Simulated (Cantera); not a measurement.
Feed: 1 mol CF₄, 0.47 mol HCl, 8.4 mol H₂, held at 850 K and 7.60 mbar.

Method: chemical equilibrium by Gibbs-energy minimisation in Cantera with the NASA 1993 tables (ideal gas, pure condensed phases). Candidate condensed phases: C, C₆H₆, C₇H₈, C₈H₁₈; 118 gas species. The numbers say what is thermodynamically allowed, not how fast it happens.

Base state: H₂ 0.586, HF 0.369, HCl 0.0433, CH₄ 0.00163 (mole fractions); condensed: C(graphite).

Problem. What changes in the equilibrium state with this change: pressure from 7.60 mbar to 0.350 bar?

Solution. 
```
species            before   after
----------------  -------  ------
H₂                  0.586   0.509
HF                  0.369   0.389
CH₄               0.00163  0.0564
HCl                0.0433  0.0457
C(graphite), mol    0.982   0.419
```

Problem. What changes in the equilibrium state with this change: pressure from 7.60 mbar to 35.0 mbar?

Solution. 
```tsv
species	before	after
H₂	0.586	0.578
HF	0.369	0.371
HCl	0.0433	0.0436
CH₄	0.00163	0.00729
C(graphite), mol	0.982	0.921
```
